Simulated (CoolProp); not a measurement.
Saturated liquid density (kg/m³) of dodecamethylpentasiloxane (MD3M): the reference equation beside estimates from Tc = 628.0 K, pc = 0.9540 MPa, ω = 0.730.

The numbers come from the reference Helmholtz-energy equation of state, Thol 2019 in CoolProp.

| T (K) | reference | van der Waals | Soave-Redlich-Kwong |
|---|---|---|---|
| 430 | 738.5 | 406.6 | 653.8 |
| 438.2 | 729.6 | 402.1 | 646.7 |
| 446.3 | 720.8 | 397.5 | … |
| 454.5 | 711.7 | 392.8 | 631.7 |
| 462.7 | 702.5 | … | 623.6 |
| 470.8 | 693.2 | … | 615.2 |
| 479 | 683.6 | 377.9 | 606.3 |
| 487.1 | 673.8 | 372.7 | … |
| 495.3 | … | … | 587.3 |
| 503.4 | 653.5 | 361.7 | 577.2 |
| 511.6 | 642.9 | 355.8 | … |

Problem. What belongs in the gaps?

Solution. 
- 446.3, Soave-Redlich-Kwong: 639.4
- 462.7, van der Waals: 388.0
- 470.8, van der Waals: 383.0
- 487.1, Soave-Redlich-Kwong: 597.1
- 495.3, reference: 663.8
- 495.3, van der Waals: 367.2
- 511.6, Soave-Redlich-Kwong: 566.3

Absolute difference from the reference over all 11 rows, mean and median: van der Waals 44.8 and 44.7 %, Soave-Redlich-Kwong 11.4 and 11.4 %.
